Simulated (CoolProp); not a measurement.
Vapour-liquid equilibrium of acetone (1) + benzene (2) at 118.05 °C; x and y are mole fractions of (1).

Values from CoolProp's multi-fluid Helmholtz-energy mixture model, Lemmon 2006 and Thol 2012; pair parameters Bell 2016.

```
x      bubble pressure (kPa)  y at the bubble point  dew pressure at overall composition x (kPa)  liquid density (mol/L)
-----  ---------------------  ---------------------  -------------------------------------------  ----------------------
0.05                   308.7                  0.113                                        295.8                   9.910
0.125                  339.3                  0.246                                        311.3                   10.01
0.2                    366.9                  0.352                                        328.2                   10.10
0.275                  392.3                  0.440                                        346.5                   10.21
0.35                   415.7                  0.516                                        366.4                   10.32
0.425                  437.6                  0.584                                        387.7                   10.43
0.5                    458.3                  0.646                                        410.5                   10.55
0.575                  478.1                  0.704                                        434.6                   10.67
0.65                   497.0                  0.759                                        459.6                   10.81
0.725                  515.3                  0.812                                        485.3                   10.94
0.8                    533.1                  0.864                                        511.3                   11.09
0.875                  550.4                  0.915                                        536.9                   11.24
0.95                   567.2                  0.966                                        562.0                   11.40
```

No azeotrope shows between x = 0.05 and 0.95.

Pair parameters are fitted to limited data, so mixtures are less certain than the pure fluids.
